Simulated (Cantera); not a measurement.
Charge: 1 mol Si₃N₄, 0.95 mol C, 4 mol N₂, equilibrated at 2200 °C and 89000 Pa.

Equilibrium computed with Cantera from the NASA thermochemical tables; the gas is ideal and each condensed phase is pure. Candidate condensed phases: C, Si, SiC, Si₃N₄; 20 gas species. Mutual solubility and eutectic melting of coexisting phases are not modelled. The tables' values for SiN are old estimates; treat these amounts as uncertain. Kinetics and transport are ignored.

Base state: N₂ 0.994, Si 0.00435, Si₂C 0.000580, SiN 0.000429, Si₂N 0.000388, Si₂ 0.000111, SiC₂ 5.26e-5, CN 1.95e-5 (mole fractions); condensed: Si(l) + SiC(s).

Task: What changes in the equilibrium state with this change: 0.016 mol CO₂ added?

Result: 
```csv
species,before,after
N₂,0.994,0.989
Si,0.00435,0.00435
CO,0,0.00365
SiO,0,0.00162
Si₂N,0.000388,0.000387
SiN,0.000429,0.000428
CN,1.95e-5,1.95e-5
Si₃,1.95e-5,1.95e-5
SiC₂,5.26e-5,5.26e-5
"Si(l), mol",2.01,2.01
"SiC(s), mol",0.946,0.940
```
Further candidate phases: SiO₂, Si₂N₂O.
